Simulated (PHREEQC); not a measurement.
A solution holds 0.0019 mol/kgw K2SiO3 and 0.0003 mol/kgw Na2S, at 65 °C. Closed to the air; pH follows from the charge balance.

Equilibrium calculation in PHREEQC: ion-association model, phreeqc.dat.

| Item | Result |
|---|---|
| pH | 10.24 |
| ionic strength | 0.00443 mol/kgw |
| total alkalinity | 4.40 meq/kg |

```
species   molality  activity   log γ
--------  --------  --------  ------
K+         0.00380   0.00351  -0.034
OH-        0.00237   0.00219  -0.034
H3SiO4-    0.00168   0.00155  -0.034
Na+       0.000600  0.000556  -0.033
HS-       0.000291  0.000269  -0.034
H4SiO4    0.000202  0.000202   0.000
H2SiO4-2   1.95e-5   1.44e-5  -0.131
```

No solid was allowed to form. At this temperature some constants are extrapolated from 25 °C, and those without enthalpy data are left unchanged.
